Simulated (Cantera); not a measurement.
What does this Cantera script print?

```python
import numpy as np
import cantera as ct

gas_names = [...]  # 151 gases of nasa_gas.yaml made of C, H, N, O, Si
cond_names = """
    C(gr) C6H6(L) C7H8(L) C8H18(L),n-octa H2O(s) H2O(L) Si(cr) Si(L) SiC(b) SiO2(Lqz) SiO2(hqz) SiO2(L)
    Si2N2O(s) Si3N4(a)
""".split()


# ... load() reads the species with a 1 bar reference pressure and builds the phases ...
atoms = {
    'SiC': {'Si': 1, 'C': 1},
    'H2O': {'H': 2, 'O': 1},
    'N2': {'N': 2},
    'CO2': {'C': 1, 'O': 2},
}
top_T = {'C(gr)': 4500, 'SiC(b)': 3050, 'Si2N2O(s)': 2100, 'Si3N4(a)': 2400}  # K; cautious upper limits of use, not melting points


# ... equilibrate(T, P, feed) seeds the gas with the atoms and calls Mixture.equilibrate('TP', solver="vcs", rtol=1e-11, max_steps=5000) ...
results = []
T = 948.15  # K
P = 530000  # Pa
for m in [0.041, 0.06, 0.087, 0.13, 0.18, 0.27, 0.39, 0.56, 0.82, 1.2, 1.7, 2.5]:
    feed = {'SiC': 1, 'H2O': 0.013, 'N2': 420, 'CO2': m}  # mol
    mix = equilibrate(T, P, feed)
    results.append((T, P, feed, dict(zip(mix.species_names, mix.species_moles))))

top = {s: max(r[3][s] / sum(r[3][g] for g in gas_names) for r in results) for s in gas_names}
cols = sorted((s for s in top if top[s] > 1e-05), key=lambda s: -top[s])[:9]
seen = [c for c in cond_names if any(r[3].get(c, 0) > 1e-12 for r in results)]
print("log10 of partial pressures in bar; condensed amounts in mol")
print(f"{'n(CO2)':>10s}" + "".join(f"{s[:9]:>10s}" for s in cols + seen))
for T, P, feed, n in results:
    ng = sum(n[g] for g in gas_names)
    print(f"{feed['CO2']:10.4g}" + "".join(f"{np.log10(max(n[s] / ng * P / 1e5, 1e-99)):10.3f}" for s in cols)
          + "".join(f"{n.get(c, 0):10.4g}" for c in seen))
```

Result:

```
log10 of partial pressures in bar; condensed amounts in mol
    n(CO2)        N2        CO       CO2        H2     C(gr) SiO2(hqz) Si2N2O(s)  Si3N4(a)
     0.041     0.724   -10.492   -20.742    -3.785     1.041         0     0.095      0.27
      0.06     0.724   -10.492   -20.742    -3.785      1.06         0     0.133    0.2447
     0.087     0.724   -10.492   -20.742    -3.785     1.087         0     0.187    0.2087
      0.13     0.724   -10.492   -20.742    -3.785      1.13         0     0.273    0.1513
      0.18     0.724   -10.492   -20.742    -3.785      1.18         0     0.373   0.08467
      0.27     0.724    -3.689    -7.136    -3.785     1.254   0.02452    0.4877         0
      0.39     0.724    -3.689    -7.136    -3.785     1.374    0.1845    0.4077         0
      0.56     0.724    -3.689    -7.136    -3.785     1.544    0.4112    0.2944         0
      0.82     0.724    -3.689    -7.136    -3.785     1.804    0.7578    0.1211         0
       1.2     0.724    -2.291    -4.340    -3.788     1.791         1         0         0
       1.7     0.723    -1.775    -3.308    -3.794     1.326         1         0         0
       2.5     0.721    -1.471    -2.701    -3.802    0.6463         1         0         0
```

Method: chemical equilibrium by Gibbs-energy minimisation in Cantera with the NASA 1993 tables (ideal gas, pure condensed phases). N2 is the only nitrogen source here; it is nearly inert below about 1500 K, so the nitride shown seldom forms there in practice.
